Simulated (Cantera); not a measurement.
Input: 1 mol TiO2, a varied amount of CO, 8.4 mol H2, held at 0.0100 bar.

Points: T (K) = 1000, 1050, 1100, 1150, 1200, 1250, 1300, 1350, 1400, 1450, 1500, 1550, 1600; n(CO) (mol) = 0.68, 0.81, 0.97, 1.2, 1.4, 1.7, 2, 2.4, 2.8, 3.4, 4.1, 4.8, 5.8.

Cantera's Mixture.equilibrate('TP', solver="vcs", rtol=1e-11, max_steps=5000) on the NASA tables stopped like this:

```
ERROR: FAILURE its = 5001!

*******************************************************************************
CanteraError thrown by MultiPhase::equilibrate:
VCS solver failed. Return code: -1
*******************************************************************************
```

### Question
What got this run through?

### Answer
One answer among several that fit: The failure is numerical, not chemical. The same input converged with solver="gibbs", rtol=1e-10, max_steps=50000, and the result passed a check of the equilibrium conditions:
```
   1000       0.68  TiO2(ru)
   1000       0.81  TiO2(ru)
   1000       0.97  TiO2(ru)
   1000        1.2  TiO2(ru)
   1000        1.4  TiO2(ru)
   1000        1.7  C(gr) + TiO2(ru)
   1000          2  C(gr) + TiO2(ru)
   1000        2.4  C(gr) + TiO2(ru)
   1000        2.8  C(gr) + TiO2(ru)
   1000        3.4  C(gr) + TiO2(ru)
   1000        4.1  C(gr) + TiO2(ru)
   1000        4.8  C(gr) + TiO2(ru)
   1000        5.8  C(gr) + TiO2(ru)
   1050       0.68  TiO2(ru)
   1050       0.81  TiO2(ru)
   1050       0.97  TiO2(ru)
   1050        1.2  TiO2(ru)
   1050        1.4  TiO2(ru)
   1050        1.7  TiO2(ru)
   1050          2  TiO2(ru)
   1050        2.4  C(gr) + TiO2(ru)
   1050        2.8  C(gr) + TiO2(ru)
   1050        3.4  C(gr) + TiO2(ru)
   1050        4.1  C(gr) + TiO2(ru)
   1050        4.8  C(gr) + TiO2(ru)
   1050        5.8  C(gr) + TiO2(ru)
   1100       0.68  TiO2(ru) + Ti4O7(s)
   1100       0.81  TiO2(ru) + Ti4O7(s)
   1100       0.97  TiO2(ru) + Ti4O7(s)
   1100        1.2  TiO2(ru) + Ti4O7(s)
   1100        1.4  TiO2(ru) + Ti4O7(s)
   1100        1.7  TiO2(ru) + Ti4O7(s)
   1100          2  TiO2(ru) + Ti4O7(s)
   1100        2.4  TiO2(ru) + Ti4O7(s)
   1100        2.8  TiO2(ru) + Ti4O7(s)
   1100        3.4  TiO2(ru) + Ti4O7(s)
   1100        4.1  TiO2(ru) + Ti4O7(s)
   1100        4.8  C(gr) + TiO2(ru)
   1100        5.8  C(gr) + TiO2(ru)
   1150       0.68  TiO2(ru) + Ti4O7(s)
   1150       0.81  TiO2(ru) + Ti4O7(s)
   1150       0.97  TiO2(ru) + Ti4O7(s)
   1150        1.2  TiO2(ru) + Ti4O7(s)
   1150        1.4  TiO2(ru) + Ti4O7(s)
   1150        1.7  TiO2(ru) + Ti4O7(s)
   1150          2  TiO2(ru) + Ti4O7(s)
   1150        2.4  TiO2(ru) + Ti4O7(s)
   1150        2.8  TiO2(ru) + Ti4O7(s)
   1150        3.4  TiO2(ru) + Ti4O7(s)
   1150        4.1  TiO2(ru) + Ti4O7(s)
   1150        4.8  TiO2(ru) + Ti4O7(s)
   1150        5.8  TiO2(ru) + Ti4O7(s)
   1200       0.68  TiO2(ru) + Ti4O7(s)
   1200       0.81  TiO2(ru) + Ti4O7(s)
   1200       0.97  TiO2(ru) + Ti4O7(s)
   1200        1.2  TiO2(ru) + Ti4O7(s)
   1200        1.4  TiO2(ru) + Ti4O7(s)
   1200        1.7  TiO2(ru) + Ti4O7(s)
   1200          2  TiO2(ru) + Ti4O7(s)
   1200        2.4  TiO2(ru) + Ti4O7(s)
   1200        2.8  TiO2(ru) + Ti4O7(s)
   1200        3.4  TiO2(ru) + Ti4O7(s)
   1200        4.1  TiO2(ru) + Ti4O7(s)
   1200        4.8  TiO2(ru) + Ti4O7(s)
   1200        5.8  TiO2(ru) + Ti4O7(s)
   1250       0.68  TiO2(ru) + Ti4O7(s)
   1250       0.81  TiO2(ru) + Ti4O7(s)
   1250       0.97  TiO2(ru) + Ti4O7(s)
   1250        1.2  TiO2(ru) + Ti4O7(s)
   1250        1.4  TiO2(ru) + Ti4O7(s)
   1250        1.7  TiO2(ru) + Ti4O7(s)
   1250          2  TiO2(ru) + Ti4O7(s)
   1250        2.4  TiO2(ru) + Ti4O7(s)
   1250        2.8  TiO2(ru) + Ti4O7(s)
   1250        3.4  TiO2(ru) + Ti4O7(s)
   1250        4.1  TiO2(ru) + Ti4O7(s)
   1250        4.8  TiO2(ru) + Ti4O7(s)
   1250        5.8  TiO2(ru) + Ti4O7(s)
   1300       0.68  TiO2(ru) + Ti4O7(s)
   1300       0.81  TiO2(ru) + Ti4O7(s)
   1300       0.97  TiO2(ru) + Ti4O7(s)
   1300        1.2  TiO2(ru) + Ti4O7(s)
   1300        1.4  TiO2(ru) + Ti4O7(s)
   1300        1.7  TiO2(ru) + Ti4O7(s)
   1300          2  TiO2(ru) + Ti4O7(s)
   1300        2.4  TiO2(ru) + Ti4O7(s)
   1300        2.8  TiO2(ru) + Ti4O7(s)
   1300        3.4  TiO2(ru) + Ti4O7(s)
   1300        4.1  TiO2(ru) + Ti4O7(s)
   1300        4.8  TiO2(ru) + Ti4O7(s)
   1300        5.8  TiO2(ru) + Ti4O7(s)
   1350       0.68  TiO2(ru) + Ti4O7(s)
   1350       0.81  TiO2(ru) + Ti4O7(s)
   1350       0.97  TiO2(ru) + Ti4O7(s)
   1350        1.2  TiO2(ru) + Ti4O7(s)
   1350        1.4  TiO2(ru) + Ti4O7(s)
   1350        1.7  TiO2(ru) + Ti4O7(s)
   1350          2  TiO2(ru) + Ti4O7(s)
   1350        2.4  TiO2(ru) + Ti4O7(s)
   1350        2.8  TiO2(ru) + Ti4O7(s)
   1350        3.4  TiO2(ru) + Ti4O7(s)
   1350        4.1  TiO2(ru) + Ti4O7(s)
   1350        4.8  TiO2(ru) + Ti4O7(s)
   1350        5.8  TiO2(ru) + Ti4O7(s)
   1400       0.68  TiO2(ru) + Ti4O7(s)
   1400       0.81  TiO2(ru) + Ti4O7(s)
   1400       0.97  TiO2(ru) + Ti4O7(s)
   1400        1.2  TiO2(ru) + Ti4O7(s)
   1400        1.4  TiO2(ru) + Ti4O7(s)
   1400        1.7  TiO2(ru) + Ti4O7(s)
   1400          2  TiO2(ru) + Ti4O7(s)
   1400        2.4  TiO2(ru) + Ti4O7(s)
   1400        2.8  TiO2(ru) + Ti4O7(s)
   1400        3.4  TiO2(ru) + Ti4O7(s)
   1400        4.1  TiO2(ru) + Ti4O7(s)
   1400        4.8  TiO2(ru) + Ti4O7(s)
   1400        5.8  TiO2(ru) + Ti4O7(s)
   1450       0.68  TiO2(ru) + Ti4O7(s)
   1450       0.81  TiO2(ru) + Ti4O7(s)
   1450       0.97  TiO2(ru) + Ti4O7(s)
   1450        1.2  TiO2(ru) + Ti4O7(s)
   1450        1.4  TiO2(ru) + Ti4O7(s)
   1450        1.7  TiO2(ru) + Ti4O7(s)
   1450          2  TiO2(ru) + Ti4O7(s)
   1450        2.4  TiO2(ru) + Ti4O7(s)
   1450        2.8  TiO2(ru) + Ti4O7(s)
   1450        3.4  TiO2(ru) + Ti4O7(s)
   1450        4.1  TiO2(ru) + Ti4O7(s)
   1450        4.8  TiO2(ru) + Ti4O7(s)
   1450        5.8
```

The gas is ideal and each condensed phase is pure. Mutual solubility and eutectic melting of coexisting phases are not modelled. Condensed phases not in the tables: Magnéli phases beyond Ti4O7.
